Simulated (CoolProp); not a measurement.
Computed with CoolProp (reference Helmholtz-energy equation of state, Schroeder 2014).

### Question
For ethanol, give the phase and the density (kg/m³), cp (kJ/(kg K)), cv (kJ/(kg K)), expansivity (1/kK) at 21.85 °C and 0.0761 MPa; -87.75 °C and 0.084 MPa; 182.55 °C and 0.573 MPa.

### Answer
- 21.85 °C and 0.0761 MPa: liquid; density 788, cp 2.41, cv 2.02, expansivity 1.09
- -87.75 °C and 0.084 MPa: liquid; density 883, cp 1.93, cv 1.52, expansivity 1.05
- 182.55 °C and 0.573 MPa: gas; density 7.35, cp 2.14, cv 1.88, expansivity 2.82
